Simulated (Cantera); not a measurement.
What does this Cantera script print?

```python
import numpy as np
import cantera as ct

gas_names = """
    NO N2O O ZrO2 N2
""".split()
cond_names = """
    Zr(a) Zr(b) Zr(L) ZrO2(a) ZrO2(b) ZrO2(L) ZrN(s) ZrN(L)
""".split()


# ... load() reads the species with a 1 bar reference pressure and builds the phases ...
species = {s.name: s for s in load("nasa_gas.yaml", gas_names) + load("nasa_condensed.yaml", cond_names)}
# Each term lists the table entries of one substance; the one whose range holds T is used.
reactions = {
    '4 NO(g) + Zr = ZrO2 + 2 N2O(g)':
        [(-4, ['NO']), (-1, ['Zr(a)', 'Zr(b)', 'Zr(L)']), (1, ['ZrO2(a)', 'ZrO2(b)', 'ZrO2(L)']), (2, ['N2O'])],
    '2 ZrN + 4 O(g) = 2 ZrO2(g) + N2(g)':
        [(-2, ['ZrN(s)', 'ZrN(L)']), (-4, ['O']), (2, ['ZrO2']), (1, ['N2'])],
}


def pick(names, T):
    return next(species[n] for n in names if species[n].thermo.min_temp <= T <= species[n].thermo.max_temp)


results = []
for label, terms in reactions.items():
    print(label)
    print("     T/K   dH/kJ  dS/(J/K)   dG/kJ   log10 K")
    for T in [698, 723, 748, 773, 798, 823, 848, 873, 898, 923]:
        used = [(nu, pick(names, T)) for nu, names in terms]
        dH = sum(nu * s.thermo.h(T) for nu, s in used) / 1e6
        dS = sum(nu * s.thermo.s(T) for nu, s in used) / 1e3
        dG = dH - T * dS / 1e3
        logK = -dG * 1e6 / (ct.gas_constant * T * np.log(10))
        results.append((label, T, dH, dS, dG, logK, [s.name for _, s in used]))
        print(f"{T:8g} {dH:8.1f} {dS:8.1f} {dG:8.1f} {logK:8.2f}")
```

It prints:

```
4 NO(g) + Zr = ZrO2 + 2 N2O(g)
     T/K   dH/kJ  dS/(J/K)   dG/kJ   log10 K
     698  -1296.0   -386.0  -1026.6    76.82
     723  -1295.6   -385.4  -1016.9    73.47
     748  -1295.1   -384.8  -1007.3    70.34
     773  -1294.7   -384.2   -997.7    67.42
     798  -1294.2   -383.6   -988.1    64.68
     823  -1293.8   -383.1   -978.5    62.10
     848  -1293.3   -382.5   -968.9    59.68
     873  -1292.8   -382.0   -959.4    57.40
     898  -1292.4   -381.5   -949.8    55.25
     923  -1291.9   -380.9   -940.3    53.21
2 ZrN + 4 O(g) = 2 ZrO2(g) + N2(g)
     T/K   dH/kJ  dS/(J/K)   dG/kJ   log10 K
     698   -857.0    -22.3   -841.4    62.97
     723   -858.1    -23.9   -840.8    60.75
     748   -859.2    -25.4   -840.2    58.67
     773   -860.3    -26.8   -839.6    56.73
     798   -861.4    -28.2   -838.9    54.91
     823   -862.5    -29.6   -838.2    53.20
     848   -863.6    -30.9   -837.4    51.58
     873   -864.7    -32.2   -836.6    50.06
     898   -865.8    -33.4   -835.8    48.62
     923   -866.9    -34.6   -834.9    47.25
```

Cantera with NASA thermochemical tables; ideal gases at 1 bar, condensed phases pure. ZrN: taken at fixed stoichiometry. Condensed species are held in their standard states even where they would react or evaporate.
